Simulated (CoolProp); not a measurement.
Toluene at 293.15 K and 0.412 MPa flows at 0.83 m/s in a round tube of 50 mm bore and 15 µm roughness, fully developed (64/Re and Nu = 3.66 if laminar; Colebrook and Gnielinski if turbulent). Each further row changes one setting.

The numbers come from the reference Helmholtz-energy equation of state, Lemmon 2006 in CoolProp. It is a short technical equation, of lower accuracy than the large ones.

| case | Reynolds number | Darcy friction factor | pressure drop (Pa/m) | heat-transfer coefficient (W/(m² K)) | mass flow (kg/h) |
|---|---|---|---|---|---|
| as stated | 61100 | 0.0211 | 126 | 1100 | 5090 |
| velocity 1.66 m/s | 122000 | 0.0189 | 451 | 2060 | 10200 |
| diameter 100 mm | 122000 | 0.0181 | 54.1 | 1000 | 20300 |

Viscosity comes from a separate model (Avgeri 2015). Thermal conductivity comes from a separate model (Assael 2012).
